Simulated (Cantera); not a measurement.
Cantera run:

```python
import numpy as np
import cantera as ct

gas_names = """
    N NO NO2 NO3 N2 N2O O O2 O3 Pb PbO Pb2
""".split()
cond_names = """
    Pb(cr) Pb(L) PbO(rd) PbO(yw) PbO(L) PbO2(s) Pb3O4(s)
""".split()


def load(file, names, dense=False):
    # The tables refer to 1 bar. Condensed volumes are neglected.
    table = {s.name: s for s in ct.Species.list_from_file(file)}
    out = []
    for n in names:
        d = dict(table[n].input_data)
        d["thermo"] = dict(d["thermo"], **{"reference-pressure": 1e5})
        if dense:
            d["equation-of-state"] = {"model": "constant-volume", "density": "1e6 g/cm^3"}
        out.append(ct.Species.from_dict(d))
    return out


gas = ct.Solution(thermo="ideal-gas", species=load("nasa_gas.yaml", gas_names))
cond = {s.name: ct.Solution(thermo="fixed-stoichiometry", species=[s], name=s.name)
        for s in load("nasa_condensed.yaml", cond_names, dense=True)}
atoms = {
    'Pb': {'Pb': 1},
    'O2': {'O': 2},
    'N2': {'N': 2},
}
top_T = {'Pb3O4(s)': 820}  # K; cautious upper limits of use, not melting points


def equilibrate(T, P, feed):
    n = {}
    for name, mol in feed.items():
        for a, k in atoms[name].items():
            n[a] = n.get(a, 0.0) + k * mol
    gas.TPX = T, P, n
    mass = sum(n.values()) * gas.mean_molecular_weight
    gas.equilibrate("TP")
    valid = [c for c in cond.values() if c.min_temp <= T <= top_T.get(c.name, c.max_temp)]
    mix = ct.Mixture([(gas, mass / gas.mean_molecular_weight)] + [(c, 0.0) for c in valid])
    mix.T, mix.P = T, P
    mix.equilibrate("TP", solver="vcs", rtol=1e-11, max_steps=5000)
    return mix


results = []
feed = {'Pb': 1, 'O2': 0.3, 'N2': 0.81}  # mol
P = 10000  # Pa
for T in [823, 898, 973, 1048, 1123, 1198, 1273, 1348, 1423, 1498]:
    mix = equilibrate(T, P, feed)
    results.append((T, P, feed, dict(zip(mix.species_names, mix.species_moles))))
    x = sorted(zip(gas.X, gas.species_names), reverse=True)
    print(f"T = {T:g} K  P = {P:g} Pa  gas = {mix.phase_moles(0):.4g} mol")
    print("   x: " + "  ".join(f"{s} {v:.3e}" for v, s in x if v > 0.0001))
    print("   condensed (mol): " + ("  ".join(f"{mix.phase(i).name} {mix.phase_moles(i):.4g}"
          for i in range(1, mix.n_phases) if mix.phase_moles(i) > 1e-12) or "none"))
```

Output:

```
T = 823 K  P = 10000 Pa  gas = 0.81 mol
   x: N2 1.000e+00
   condensed (mol): Pb(L) 0.4  PbO(yw) 0.6
T = 898 K  P = 10000 Pa  gas = 0.81 mol
   x: N2 1.000e+00
   condensed (mol): Pb(L) 0.4  PbO(yw) 0.6
T = 973 K  P = 10000 Pa  gas = 0.8101 mol
   x: N2 9.999e-01
   condensed (mol): Pb(L) 0.3999  PbO(yw) 0.6
T = 1048 K  P = 10000 Pa  gas = 0.8104 mol
   x: N2 9.995e-01  Pb 4.469e-04
   condensed (mol): Pb(L) 0.3996  PbO(yw) 0.6
T = 1123 K  P = 10000 Pa  gas = 0.8116 mol
   x: N2 9.981e-01  Pb 1.827e-03  PbO 1.144e-04
   condensed (mol): Pb(L) 0.3985  PbO(yw) 0.5999
T = 1198 K  P = 10000 Pa  gas = 0.8156 mol
   x: N2 9.931e-01  Pb 6.238e-03  PbO 6.547e-04
   condensed (mol): Pb(L) 0.3949  PbO(L) 0.5995
T = 1273 K  P = 10000 Pa  gas = 0.8275 mol
   x: N2 9.788e-01  Pb 1.836e-02  PbO 2.796e-03
   condensed (mol): Pb(L) 0.3848  PbO(L) 0.5977
T = 1348 K  P = 10000 Pa  gas = 0.8597 mol
   x: N2 9.422e-01  Pb 4.777e-02  PbO 1.005e-02
   condensed (mol): Pb(L) 0.3589  PbO(L) 0.5914
T = 1423 K  P = 10000 Pa  gas = 0.9456 mol
   x: N2 8.566e-01  Pb 1.121e-01  PbO 3.126e-02
   condensed (mol): Pb(L) 0.294  PbO(L) 0.5704
T = 1498 K  P = 10000 Pa  gas = 1.204 mol
   x: N2 6.730e-01  Pb 2.409e-01  PbO 8.602e-02
   condensed (mol): Pb(L) 0.11  PbO(L) 0.4964
```

Equilibrium computed with Cantera from the NASA thermochemical tables; the gas is ideal and each condensed phase is pure. Each liquid is taken as pure. Mutual solubility and eutectic melting of coexisting phases are not modelled. Gases not in the tables: (PbO)n polymers.
